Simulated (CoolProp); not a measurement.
Vapour pressure (MPa) of R141b: the reference equation beside estimates from Tc = 477.5 K, pc = 4.212 MPa, ω = 0.220. Clausius-Clapeyron is anchored at 411.1 K with a constant enthalpy of vaporisation of 18.21 kJ/mol.

Values from CoolProp's reference Helmholtz-energy equation of state, Lemmon 2006. It is a short technical equation, of lower accuracy than the large ones.

```json
[
 {"T (K)": "377.5", "reference": "0.7455", "Lee-Kesler": "0.7469", "Clausius-Clapeyron": "0.9055", "Soave-Redlich-Kwong": "0.7500", "Peng-Robinson": "0.7411"},
 {"T (K)": "388.7", "reference": "0.9442", "Lee-Kesler": "0.9457", "Clausius-Clapeyron": "1.070", "Soave-Redlich-Kwong": "0.9518", "Peng-Robinson": "0.9399"},
 {"T (K)": "399.9", "reference": "1.179", "Lee-Kesler": "1.181", "Clausius-Clapeyron": "1.253", "Soave-Redlich-Kwong": "1.191", "Peng-Robinson": "1.176"},
 {"T (K)": "411.1", "reference": "1.455", "Lee-Kesler": "(withheld)", "Clausius-Clapeyron": "1.455", "Soave-Redlich-Kwong": "1.472", "Peng-Robinson": "1.454"},
 {"T (K)": "422.3", "reference": "1.775", "Lee-Kesler": "1.776", "Clausius-Clapeyron": "1.676", "Soave-Redlich-Kwong": "1.798", "Peng-Robinson": "1.777"},
 {"T (K)": "433.5", "reference": "2.144", "Lee-Kesler": "2.146", "Clausius-Clapeyron": "1.916", "Soave-Redlich-Kwong": "2.174", "Peng-Robinson": "2.152"},
 {"T (K)": "444.7", "reference": "2.568", "Lee-Kesler": "2.571", "Clausius-Clapeyron": "2.176", "Soave-Redlich-Kwong": "2.603", "Peng-Robinson": "2.582"},
 {"T (K)": "455.9", "reference": "3.054", "Lee-Kesler": "(withheld)", "Clausius-Clapeyron": "2.456", "Soave-Redlich-Kwong": "3.091", "Peng-Robinson": "3.073"},
 {"T (K)": "467.1", "reference": "3.611", "Lee-Kesler": "3.619", "Clausius-Clapeyron": "(withheld)", "Soave-Redlich-Kwong": "3.641", "Peng-Robinson": "3.630"}
]
```

Task: Fill in the missing entries.

Result: 
- 411.1, Lee-Kesler: 1.456
- 455.9, Lee-Kesler: 3.059
- 467.1, Clausius-Clapeyron: 2.756

Absolute difference from the reference over all 9 rows, mean and median: Lee-Kesler 0.1 and 0.2 %, Clausius-Clapeyron 12.9 and 13.3 %, Soave-Redlich-Kwong 1.1 and 1.2 %, Peng-Robinson 0.4 and 0.5 %.
